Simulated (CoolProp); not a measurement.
Aqueous propylene glycol as a coolant, 28 % by mass, freezing at -11.5 °C, 1 atm.

Values from CoolProp's Melinder's fits for secondary coolants.

| T (°C) | density (kg/m³) | viscosity (mPa s) | cp (kJ/(kg K)) | conductivity (W/(m K)) |
|---|---|---|---|---|
| -4.2 | 1030 | 7.96 | 3.820 | 0.433 |
| 5.7 | 1028 | 4.90 | 3.846 | 0.442 |
| 15.6 | 1024 | 3.23 | 3.872 | 0.450 |
| 25.6 | 1019 | 2.26 | 3.898 | 0.458 |
| 35.5 | 1014 | 1.67 | 3.923 | 0.467 |
